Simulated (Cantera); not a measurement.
A perfectly stirred reactor is fed with 13.3 % CO, 0.453 % H2, 7.33 % CH4, 16.5 % O2, 62.4 % N2, equivalence ratio 1.3, at 7.80 atm; it is adiabatic with a 748 K inlet, and is followed from long to short residence time, starting on the burning branch (τ in s: 0.025, 0.0092, 0.0035, 0.0013, 0.00049, 0.00018, 6.9e-05, 2.6e-05, 9.7e-06, 3.6e-06).

Detailed kinetics in Cantera: GRI-Mech 3.0 (53 species, 325 reactions).

One state of this run: T (K) = 2503; x CO = 0.0887; x H2 = 0.0160; x CH4 = 5.43e-6; x C2H6 = 1.44e-11; x HCN = 1.34e-6; x H = 0.00138; x OH = 0.00244. x: mole fraction; the columns are a selection and need not sum to one.

Question: Which value of τ (s) does it belong to?
A. 0.00049
B. 0.0092
C. 0.0013
D. 3.6e-6

Answer: B, 0.0092
